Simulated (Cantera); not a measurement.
Charge: 1 mol FeS, 4.4 mol O2, 2.7 mol CO2, held at 1550 K and 30000 Pa.

Equilibrium computed with Cantera from the NASA thermochemical tables; the gas is ideal and each condensed phase is pure. Candidate condensed phases: C, Fe, Fe(CO)5, FeO, FeS, FeSO4, FeS2, Fe2O3, Fe2(SO4)3, Fe3O4, S; 25 gas species. Rates play no part.

Base state: CO2 0.426, O2 0.417, SO2 0.156, SO3 0.00161, CO 1.22e-5 (mole fractions); condensed: Fe2O3(s).

Question: What changes in the equilibrium state with this change: temperature from 1550 K to 1300 K?

Answer: 
```json
[
 {"species": "CO2", "before": "0.426", "after": "0.427"},
 {"species": "O2", "before": "0.417", "after": "0.415"},
 {"species": "SO2", "before": "0.156", "after": "0.151"},
 {"species": "SO3", "before": "0.00161", "after": "0.00653"},
 {"species": "CO", "before": "1.22e-5", "after": "1.85e-7"},
 {"species": "Fe2O3(s), mol", "before": "0.500", "after": "0.500"}
]
```

Question: What changes in the equilibrium state with this change: temperature from 1550 K to 850 K?

Answer: 
```csv
species,before,after
CO2,0.426,0.542
O2,0.417,0.433
SO3,0.00161,0.0207
SO2,0.156,0.00397
CO,1.22e-5,<1e-9
"Fe2O3(s), mol",0.500,0.208
"Fe2(SO4)3(s), mol",0,0.292
```
